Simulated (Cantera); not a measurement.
Feed: 1 mol C₂H₂, 0.13 mol NH₃, equilibrated at 2025 °C and 2.93 Torr.

These are equilibrium values from Cantera (NASA tables, ideal gas, pure condensed phases), not measurements of a reactor. Kinetics and transport are ignored.

```json
[
 {"species": "H₂", "before": "0.806", "after": "0.905"},
 {"species": "N₂", "before": "0.0438", "after": "0.0461"},
 {"species": "H", "before": "0.138", "after": "0.0355"},
 {"species": "CH₄", "before": "5.45e-7", "after": "1.16e-5"},
 {"species": "CN", "before": "5.56e-5", "after": "1.39e-5"},
 {"species": "C₂H", "before": "2.65e-5", "after": "6.83e-6"},
 {"species": "C₂H₂ (acetylene)", "before": "0.00345", "after": "0.00388"},
 {"species": "HCN", "before": "0.00768", "after": "0.00835"},
 {"species": "HNC", "before": "0.000698", "after": "0.000759"},
 {"species": "C(graphite), mol", "before": "1.98", "after": "1.98"}
]
```
Gas species are given as mole fractions.

Question: Which change was made?
A. pressure from 2.93 Torr to 9000 Torr
B. NH₃ from 0.13 to 0.089 mol
C. NH₃ from 0.13 to 0.022 mol
D. pressure from 2.93 Torr to 49.5 Torr

Answer: D, pressure from 2.93 Torr to 49.5 Torr
